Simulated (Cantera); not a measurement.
# Adiabatic ignition

An adiabatic, constant-pressure homogeneous reactor starts with H₂ : O₂ : N₂ = 1 : 1.06 : 4 (molar parts), equivalence ratio 0.47, at 1475 K and 3.85 atm.

Computed with Cantera and the H2/O2 subset of GRI-Mech 3.0, which has no nitrogen chemistry. The hydrogen kinetics of GRI-Mech 3.0 are dated; newer H2 mechanisms differ, most at raised pressure.

| t (s) | T (K) | x H₂ | x O₂ | x H | x OH | x HO₂ | x O |
|---|---|---|---|---|---|---|---|
| 2.00e-6 | 1475 | 0.165 | 0.175 | 8.77e-5 | 2.02e-5 | 1.52e-5 | 2.41e-5 |
| 5.44e-6 | 2018 | 0.0162 | 0.0922 | 0.0253 | 0.0218 | 7.58e-5 | 0.0258 |
| 1.48e-5 | 2433 | 0.00560 | 0.0943 | 0.00343 | 0.0190 | 1.92e-5 | 0.00786 |
| 4.03e-5 | 2536 | 0.00218 | 0.0966 | 0.000773 | 0.0130 | 1.61e-5 | 0.00302 |
| 0.000110 | 2541 | 0.00201 | 0.0967 | 0.000686 | 0.0126 | 1.62e-5 | 0.00280 |
| 0.000299 | 2541 | 0.00201 | 0.0967 | 0.000686 | 0.0126 | 1.62e-5 | 0.00279 |
| 0.000813 | 2541 | 0.00201 | 0.0967 | 0.000686 | 0.0126 | 1.62e-5 | 0.00279 |
| 0.00221 | 2541 | 0.00201 | 0.0967 | 0.000686 | 0.0126 | 1.62e-5 | 0.00279 |
| 0.00602 | 2541 | 0.00201 | 0.0967 | 0.000686 | 0.0126 | 1.62e-5 | 0.00279 |
| 0.0164 | 2541 | 0.00201 | 0.0967 | 0.000686 | 0.0126 | 1.62e-5 | 0.00279 |
| 0.0446 | 2541 | 0.00201 | 0.0967 | 0.000686 | 0.0126 | 1.62e-5 | 0.00279 |
| 0.121 | 2541 | 0.00201 | 0.0967 | 0.000686 | 0.0126 | 1.62e-5 | 0.00279 |
| 0.331 | 2541 | 0.00201 | 0.0967 | 0.000686 | 0.0126 | 1.62e-5 | 0.00279 |
| 0.900 | 2541 | 0.00201 | 0.0967 | 0.000686 | 0.0126 | 1.62e-5 | 0.00279 |
x: mole fraction; the columns are a selection and need not sum to one.

```
Item                                                                   Value
---------------------------------  -----------------------------------------
time of steepest temperature rise                                    4.12 µs
temperature at 0.900 s                                                2541 K
equilibrium temperature                                               2541 K
x(H₂) at 0.900 s                     0.00201 (gas-phase equilibrium 0.00201)
x(O₂) at 0.900 s                       0.0967 (gas-phase equilibrium 0.0967)
x(H) at 0.900 s                    0.000686 (gas-phase equilibrium 0.000686)
```
